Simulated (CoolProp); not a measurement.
Vapour-liquid equilibrium of CH2F2 (R32) (1) + propylene (2) at 6.94 bar; x and y are mole fractions of (1).

Computed with CoolProp (multi-fluid Helmholtz-energy mixture model, Tillner-Roth 1997 and Lemmon 2013; pair parameters Bell 2016).

```csv
x,"bubble temperature, mixture model (°C)","bubble temperature, Raoult's law (°C)","y, mixture model","y, Raoult's law"
0.05,1.2,5.2,0.151,0.069
0.15,-4.8,3.9,0.338,0.199
0.25,(withheld),2.6,0.444,0.318
0.35,-9.9,1.4,0.511,0.429
0.45,(withheld),0.3,0.559,0.533
0.55,-11.3,-0.7,0.598,0.629
0.65,(withheld),-1.7,0.637,0.720
0.75,-11.1,-2.7,0.684,0.806
0.85,-10.1,-3.6,0.755,0.887
0.95,-7.4,-4.4,0.887,0.963
```

Complete the blanks.


- 0.25, bubble temperature, mixture model (°C): -8.1
- 0.45, bubble temperature, mixture model (°C): -10.9
- 0.65, bubble temperature, mixture model (°C): -11.4

The largest gap from Raoult's law is -11.3 K in bubble temperature, at x = 0.35. y crosses x between x = 0.55 and 0.65: the model has an azeotrope there.

The pair parameters rest on a limited set of measurements; away from them the model extrapolates.
